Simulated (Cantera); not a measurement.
A perfectly stirred reactor is fed with H2 : O2 : N2 = 0.36 : 1 : 1.8 (molar parts), at 0.820 bar; it is held at 1300 K, and followed from long to short residence time.

Detailed kinetics in Cantera: the H2/O2 subset of GRI-Mech 3.0, which has no nitrogen chemistry. The temperature is held fixed by assumption; the heat of reaction is taken as removed at once.

Question: What does this change do: temperature 1300 to 775 K?

Answer: 
```
quantity                 before     after
----------------------  -------  --------
x(H2) at τ = 0.770 s    4.85e-5     0.114
x(O2) at τ = 0.770 s      0.275     0.316
x(H2O2) at τ = 0.770 s  2.34e-7   3.16e-8
x(HO2) at τ = 0.770 s   2.44e-6   1.96e-8
x(H2O) at τ = 0.770 s     0.121   1.23e-8
x(H2) at τ = 6.50 ms    0.00106     0.114
x(O2) at τ = 6.50 ms      0.275     0.316
x(H2O2) at τ = 6.50 ms  1.87e-6  1.46e-12
x(HO2) at τ = 6.50 ms   3.46e-5  1.03e-10
x(H2O) at τ = 6.50 ms     0.119  6.38e-12
```
Below about 950 K walls govern HO2 and H2O2 in real vessels.
